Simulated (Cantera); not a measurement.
An adiabatic, constant-volume homogeneous reactor starts with 5.13 % CH4, 0.461 % H2, 17.6 % O2, 66.6 % N2, 10.1 % H2O, at 1298 K and 7.60 bar.

Model: GRI-Mech 3.0 (53 species, 325 reactions), integrated in Cantera.

Q: Predict: time of steepest temperature rise; temperature at 0.700 s; equilibrium temperature; x(H2) at 0.700 s; x(O2) at 0.700 s; x(O) at 0.700 s.

A: 
| Property | Value |
|---|---|
| time of steepest temperature rise | 0.818 ms |
| temperature at 0.700 s | 2517 K |
| equilibrium temperature | 2517 K |
| x(H2) at 0.700 s | 0.00135 (gas-phase equilibrium 0.00135) |
| x(O2) at 0.700 s | 0.0644 (gas-phase equilibrium 0.0644) |
| x(O) at 0.700 s | 0.00105 (gas-phase equilibrium 0.00105) |
